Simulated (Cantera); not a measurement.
## FeS + O2 + H2O (roasting and sulfation)

Charge: 1 mol FeS, 0.28 mol O2, 0.13 mol H2O, at 1323.15 K.

These are equilibrium values from Cantera (NASA tables, ideal gas, pure condensed phases), not measurements of a reactor. Candidate condensed phases: Fe, FeO, Fe(OH)2, Fe(OH)3, FeS, FeSO4, FeS2, Fe2O3, Fe2(SO4)3, Fe3O4, H2O, H2SO4, S; 22 gas species. Metal and sulfide melt together well below either melting point, which pure phases cannot show. Mutual solubility and eutectic melting of coexisting phases are not modelled. The tables' stoichiometric FeO is somewhat more stable than real wüstite, so its field is too wide. FeO, FeS: taken at fixed stoichiometry. Equilibrium is a limit: real reactors are often held back by kinetics, nucleation or transport.

From 10.0 mbar to 88.0 mbar the condensed part is FeO(s) + FeS(s). From 0.260 bar to 20.0 bar the condensed part is FeS(s) + Fe3O4(s). The main Fe-bearing gas is Fe(OH)2 throughout.

| P (Pa) | x SO2 | x H2O | x S2 | x H2 | x H2S | n FeO(s) | n FeS(s) | n Fe3O4(s) |
|---|---|---|---|---|---|---|---|---|
| 1000 | 0.461 | 0.356 | 0.146 | 0.0226 | 0.00830 | 0.259 | 0.741 | 0 |
| 3000 | 0.495 | 0.369 | 0.106 | 0.0159 | 0.00860 | 0.239 | 0.761 | 0 |
| 8800 | 0.520 | 0.378 | 0.0769 | 0.0112 | 0.00882 | 0.225 | 0.775 | 0 |
| 26000 | 0.506 | 0.411 | 0.0596 | 0.00882 | 0.0105 | 0 | 0.806 | 0.0648 |
| 77000 | 0.515 | 0.413 | 0.0487 | 0.00637 | 0.0118 | 0 | 0.810 | 0.0635 |
| 230000 | 0.523 | 0.415 | 0.0396 | 0.00458 | 0.0133 | 0 | 0.813 | 0.0625 |
| 680000 | 0.529 | 0.416 | 0.0322 | 0.00330 | 0.0148 | 0 | 0.815 | 0.0617 |
| 2000000 | 0.534 | 0.416 | 0.0261 | 0.00238 | 0.0165 | 0 | 0.817 | 0.0612 |
x: gas mole fraction; n: condensed amount in mol.
